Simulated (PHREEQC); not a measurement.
Dissolve 0.62 mol HCl and 1.2 mol KCl per kg of water at 25 °C. Closed to the air; pH follows from the charge balance.

Equilibrium calculation in PHREEQC: Pitzer model, pitzer.dat.

The ionic strength comes out as 1.82 mol/kgw. What activity coefficients do H+, Cl-, K+ get?

H+ 1.1, Cl- 0.58, K+ 0.67. Single-ion values are on the MacInnes scale.

This is a speciation only: nothing precipitates in the calculation. Complexes and solids missing from the database can't appear. In brines, pH and single-ion activities rest on the MacInnes convention.
